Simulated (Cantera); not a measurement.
Feed: 1 mol Al, 0.4 mol Cl2, 0.32 mol N2, 3.1 mol HCl, at 100000 Pa.

These are equilibrium values from Cantera (NASA tables, ideal gas, pure condensed phases), not measurements of a reactor. Candidate condensed phases: Al, AlCl3, AlN, NH4Cl; 20 gas species. Equilibrium is a limit: real reactors are often held back by kinetics, nucleation or transport. All values below are at 675 K.

Base state: H2 0.381, HCl 0.313, Al2Cl6 0.154, N2 0.111, AlCl3 0.0406, NH3 0.00102 (mole fractions); condensed: gas only.

What changes in the equilibrium state with this change: HCl from 3.1 to 12 mol?


```tsv
species	before	after
HCl	0.313	0.828
H2	0.381	0.0929
Al2Cl6	0.154	0.0329
N2	0.111	0.0270
AlCl3	0.0406	0.0188
NH3	0.00102	6.09e-5
```
